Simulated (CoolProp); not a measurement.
n-heptane along the isobar 0.291 MPa: density (kg/m³) from the reference equation and from simpler models built on Tc = 541.2 K, pc = 2.774 MPa, ω = 0.349; each cubic takes its own stable root.

Model: reference Helmholtz-energy equation of state, Span 2003, in CoolProp. It is a short technical equation, of lower accuracy than the large ones.

```
T (K)  phase  reference
-----  -----  ---------
502.5    gas      7.347
514.7    gas      7.140
526.9    gas      6.946
539.1    gas      6.765
551.3    gas      6.594
563.4    gas      6.434
575.6    gas      6.281
587.8    gas      6.136
600      gas      5.998
```

Question: How far does each simpler model (ideal gas, Redlich-Kwong, Soave-Redlich-Kwong, Peng-Robinson) lie from the reference over these 9 states: mean and median of the absolute difference, and the worst?

Answer: 
- ideal gas: mean 3.6 %, median 3.5 %, worst -5.0 % at 502.5 K and 0.291 MPa
- Redlich-Kwong: mean 0.2 %, median 0.1 %, worst -0.5 % at 502.5 K and 0.291 MPa
- Soave-Redlich-Kwong: mean 0.1 %, median 0.1 %, worst -0.2 % at 502.5 K and 0.291 MPa
- Peng-Robinson: mean 0.3 %, median 0.3 %, worst +0.3 % at 563.4 K and 0.291 MPa
